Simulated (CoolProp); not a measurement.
Saturation properties of fluorine.

The numbers come from the reference Helmholtz-energy equation of state, de Reuck 1990 in CoolProp.

```
T (°C)   p (MPa)  enthalpy of vaporisation (kJ/kg)  liquid cp (kJ/(kg K))  vapour Z  surface tension (mN/m)
-------  -------  --------------------------------  ---------------------  --------  ----------------------
-160.15    1.079                             140.1                  1.720       ___                    6.21
-156.75    1.328                             134.4                  1.777    0.8063                    5.40
-153.35    1.616                             128.1                  1.852    0.7781                    4.61
-149.95    1.946                             121.1                  1.953    0.7467                     ___
-146.55    2.322                             113.3                  2.094    0.7116                    3.11
-143.15      ___                             104.4                  2.305    0.6720                    2.40
-139.75      ___                             93.83                  2.647    0.6266                    1.73
-136.35    3.767                             80.91                  3.293    0.5727                    1.10
-132.95    4.373                             63.64                    ___    0.5038                   0.537
```

Problem. Fill in the missing entries.

Solution. 
- -160.15, vapour Z: 0.8318
- -149.95, surface tension (mN/m): 3.85
- -143.15, p (MPa): 2.747
- -139.75, p (MPa): 3.228
- -132.95, liquid cp (kJ/(kg K)): 4.970

It boils at -188.1 °C under 1 atm.

Surface tension comes from a separate correlation (Mulero 2012).
